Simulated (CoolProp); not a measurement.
Saturated liquid density (kg/m³) of methanol: the reference equation beside estimates from Tc = 513.4 K, pc = 8.216 MPa, ω = 0.565. Rackett uses Z = 0.29056 − 0.08775 ω.

The numbers come from the reference Helmholtz-energy equation of state, de Reuck 1993 in CoolProp.

```json
[
 {"T (K)": "304.6", "reference": "780.2", "Rackett": "769.2", "van der Waals": "381.9", "Soave-Redlich-Kwong": "601.5", "Peng-Robinson": "677.1"},
 {"T (K)": "315.8", "reference": "769.6", "Rackett": "756.1", "van der Waals": "376.2", "Soave-Redlich-Kwong": "593.3", "Peng-Robinson": "668.4"},
 {"T (K)": "326.9", "reference": "758.9", "Rackett": "742.8", "van der Waals": "370.4", "Soave-Redlich-Kwong": "584.6", "Peng-Robinson": "659.1"},
 {"T (K)": "338.1", "reference": "747.9", "Rackett": "729.0", "van der Waals": "364.3", "Soave-Redlich-Kwong": "575.3", "Peng-Robinson": "649.0"},
 {"T (K)": "349.2", "reference": "736.7", "Rackett": "715.0", "van der Waals": "358.0", "Soave-Redlich-Kwong": "565.4", "Peng-Robinson": "638.4"},
 {"T (K)": "360.3", "reference": "725.0", "Rackett": "700.6", "van der Waals": "351.5", "Soave-Redlich-Kwong": "554.9", "Peng-Robinson": "627.0"},
 {"T (K)": "371.5", "reference": "712.8", "Rackett": "685.6", "van der Waals": "344.6", "Soave-Redlich-Kwong": "543.6", "Peng-Robinson": "614.6"},
 {"T (K)": "382.6", "reference": "700.1", "Rackett": "670.2", "van der Waals": "337.5", "Soave-Redlich-Kwong": "531.5", "Peng-Robinson": "601.4"}
]
```

Absolute difference from the reference over all 8 rows, mean and median: Rackett 2.8 and 2.7 %, van der Waals 51.4 and 51.3 %, Soave-Redlich-Kwong 23.3 and 23.2 %, Peng-Robinson 13.4 and 13.3 %.
